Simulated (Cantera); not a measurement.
Cantera run, input and output.

```python
import numpy as np
import cantera as ct

gas = ct.Solution("gri30.yaml")
gas.TPX = 1523, 101325, {'C2H6': 1, 'N2': 0.8}
reactor = ct.IdealGasConstPressureReactor(gas, energy="off", clone=False)
net = ct.ReactorNet([reactor])
net.rtol, net.atol = 1e-08, 1e-18
show = ['C2H6', 'C2H2', 'H', 'CH4', 'HCN']
times = np.geomspace(9e-05, 2, 10)

steps = ct.SolutionArray(gas, extra=["t"])
rows = []
print(f"{'t/s':>10s}{'T/K':>9s}{'P/Pa':>11s}" + "".join(f"{s:>11s}" for s in show))
for t in times:
    while net.time < t:
        t_next = net.step()
        steps.append(gas.state, t=t_next)
    rows.append([np.interp(t, steps.t, y) for y in (steps.T, steps.P, *steps(*show).X.T)])
    print(f"{t:10.3e}{rows[-1][0]:9.1f}{rows[-1][1]:11.4g}" + "".join(f"{x:11.3e}" for x in rows[-1][2:]))
rate = np.gradient(steps.T, steps.t)
print("integrator steps:", len(steps.t))
if steps.T.max() > steps.T[0] + 200:
    print(f"time of steepest temperature rise: {steps.t[rate.argmax()]:.4e} s")
gas.TPX = 1523, 101325, {'C2H6': 1, 'N2': 0.8}
gas.equilibrate("TP")
print(f"equilibrium (TP): T = {gas.T:.1f} K  " + "  ".join(f"{s} {gas[s].X[0]:.3e}" for s in show))
```

It prints:

```
       t/s      T/K       P/Pa       C2H6       C2H2          H        CH4        HCN
 9.000e-05   1523.0  1.013e+05  1.938e-01  1.385e-02  9.861e-05  7.651e-02  5.597e-09
 2.737e-04   1523.0  1.013e+05  3.078e-02  5.295e-02  9.423e-05  1.227e-01  6.195e-09
 8.321e-04   1523.0  1.013e+05  2.137e-03  1.025e-01  3.571e-05  1.261e-01  6.075e-09
 2.530e-03   1523.0  1.013e+05  3.267e-04  1.415e-01  1.676e-05  1.220e-01  5.844e-09
 7.694e-03   1523.0  1.013e+05  1.709e-04  1.858e-01  1.495e-05  1.166e-01  5.573e-09
 2.340e-02   1523.0  1.013e+05  9.054e-05  2.171e-01  1.366e-05  1.122e-01  5.400e-09
 7.114e-02   1523.0  1.013e+05  7.794e-05  2.218e-01  1.353e-05  1.094e-01  5.445e-09
 2.163e-01   1523.0  1.013e+05  7.522e-05  2.229e-01  1.395e-05  1.037e-01  5.672e-09
 6.577e-01   1523.0  1.013e+05  7.135e-05  2.247e-01  1.469e-05  9.458e-02  6.416e-09
 2.000e+00   1523.0  1.013e+05  6.952e-05  2.256e-01  1.512e-05  8.977e-02  8.841e-09
integrator steps: 1402
equilibrium (TP): T = 1523.0 K  C2H6 5.862e-05  C2H2 1.835e-01  H 1.528e-05  CH4 8.306e-02  HCN 9.303e-02
```

Cantera simulation using GRI-Mech 3.0 (53 species, 325 reactions); the numbers are that mechanism's predictions, not measurements. GRI-Mech 3.0 stops at C3 and has no aromatics, soot or wall deposition, so with more carbon than oxygen in the feed, carbon stays in small species such as C2H2 where larger ones or solid carbon would form.
